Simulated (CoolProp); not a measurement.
Properties of methanol along the isotherm 346.85 °C.

Computed with CoolProp (reference Helmholtz-energy equation of state, de Reuck 1993).

```
p (MPa)          phase  Prandtl number  fugacity coefficient
-------  -------------  --------------  --------------------
0.13               gas      (withheld)                0.9974
0.219              gas           0.789                0.9956
0.37               gas           0.790                0.9926
0.624              gas           0.791                0.9876
1.05               gas      (withheld)                0.9791
1.78               gas           0.801                0.9645
3                  gas           0.815                0.9403
5.06               gas           0.848                0.9000
8.55     supercritical           0.932                0.8352
14.4     supercritical      (withheld)                0.7381
24.3     supercritical            1.70            (withheld)
41.1     supercritical            1.71                0.4786
```

Q: What belongs in the gaps?

A: 
- 0.13, Prandtl number: 0.788
- 1.05, Prandtl number: 0.794
- 14.4, Prandtl number: 1.19
- 24.3, fugacity coefficient: 0.6058

Viscosity comes from a separate model (Xiang 2006). Thermal conductivity comes from a separate model (Sykioti 2013).
